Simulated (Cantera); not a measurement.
A closed system holds: 1 mol Cu2O, 1.2 mol H2, 0.48 mol H2O, equilibrated at 13.3 mbar.

Cantera equilibrium calculation (NASA polynomials, part measured and part estimated; ideal gas, pure solids and liquids). Candidate condensed phases: Cu, CuO, Cu(OH)2, Cu2O, H2O; 12 gas species. The numbers say what is thermodynamically allowed, not how fast it happens. All values below are at 1250 °C.

Base state: H2O 0.880, H2 0.119, Cu 0.000903, H 6.90e-5, OH 1.57e-5 (mole fractions); condensed: Cu(l).

Question: What changes in the equilibrium state with this change: H2 from 1.2 to 0.53 mol?

Answer: 
```
species         before     after
------------  --------  --------
H2O              0.880     0.987
O2             2.70e-8    0.0114
Cu            0.000903  0.000903
H2               0.119  0.000205
OH             1.57e-5  0.000425
H              6.90e-5   2.87e-6
Cu(l), mol        2.00      1.11
Cu2O(l), mol         0     0.447
```
Each liquid is taken as pure. Mutual solubility and eutectic melting of coexisting phases are not modelled.
